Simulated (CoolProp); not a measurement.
Vapour-liquid equilibrium of isobutane (1) + n-butane (2) at 329 K; x and y are mole fractions of (1).

Model: multi-fluid Helmholtz-energy mixture model, Bücker 2006 and Bücker 2006; pair parameters Kunz 2012, in CoolProp.

```csv
x,bubble pressure (MPa),y at the bubble point,dew pressure at overall composition x (MPa),liquid density (mol/L)
0.05,0.5862,0.064,0.5839,9.178
0.2,0.6173,0.245,0.6093,9.114
0.35,0.6485,0.411,0.6367,9.048
0.5,0.6800,0.564,0.6665,8.981
0.65,0.7120,0.706,0.6991,8.913
0.8,0.7444,0.838,0.7349,8.846
0.95,0.7776,0.961,0.7745,8.778
```

No azeotrope shows between x = 0.05 and 0.95.

The pair parameters rest on a limited set of measurements; away from them the model extrapolates.
